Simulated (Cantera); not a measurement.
A diamond (100) surface in a fixed gas of H2 with x(CH4) = 0.026, x(H) = 0.0015, x(CH3) = 0.00018, at 1200 K; coverages are run to steady state.

Detailed kinetics in Cantera: the Harris–Goodwin 1993 mechanism for the reconstructed diamond (100) surface.

θ: site fractions in the mechanism's names (c6HH fully hydrogenated, c6H* and c6*H radical sites, c6** diradical, c6HM methylated).

```tsv
P (Pa)	growth (µm/h)	θ c6HH	θ c6H*	θ c6*H	θ c6**	θ c6HM
300	?	0.455	0.0376	0.482	0.0247	0.000185
520	?	0.454	0.0376	0.482	0.0247	0.000323
880	?	0.454	0.0376	0.481	0.0246	0.000547
1500	?	0.454	0.0376	0.481	0.0246	0.000924
2500	?	0.454	0.0375	0.481	0.0246	0.00151
4300	?	0.453	0.0375	0.480	0.0245	0.00250
7300	?	0.452	0.0374	0.478	0.0245	0.00399
12000	?	0.451	0.0373	0.477	0.0244	0.00600
```

**Question.** Complete the blanks.

**Answer.** 
- 300, growth (µm/h): 0.0331
- 520, growth (µm/h): 0.0640
- 880, growth (µm/h): 0.122
- 1500, growth (µm/h): 0.244
- 2500, growth (µm/h): 0.494
- 4300, growth (µm/h): 1.10
- 7300, growth (µm/h): 2.51
- 12000, growth (µm/h): 5.52
